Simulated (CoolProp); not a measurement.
Saturation properties of tetrahydrofuran (Tc = 540.2 K, pc = 53.04 bar, ω = 0.234).

Computed with CoolProp (reference Helmholtz-energy equation of state, Fiedler 2023).

| T (K) | p (bar) | liquid density (kg/m³) | vapour density (kg/m³) | liquid cp (kJ/(kg K)) |
|---|---|---|---|---|
| 253.3 | 0.01981 | 930.3 | 0.06792 | 1.581 |
| 268.6 | 0.04981 | 914.0 | 0.1613 | 1.625 |
| 283.8 | 0.1109 | 897.6 | 0.3407 | 1.674 |
| 299.1 | 0.2255 | 880.9 | 0.6597 | 1.727 |
| 314.4 | 0.4227 | 863.9 | 1.183 | 1.785 |
| 329.7 | 0.7401 | 846.6 | 1.991 | 1.846 |
| 345 | 1.223 | 828.8 | 3.178 | 1.909 |
| 360.2 | 1.919 | 810.8 | 4.838 | 1.975 |
| 375.5 | 2.894 | 792.0 | 7.120 | 2.044 |
| 390.8 | 4.211 | 772.6 | 10.16 | 2.116 |

It boils at 339.1 K under 1 atm.
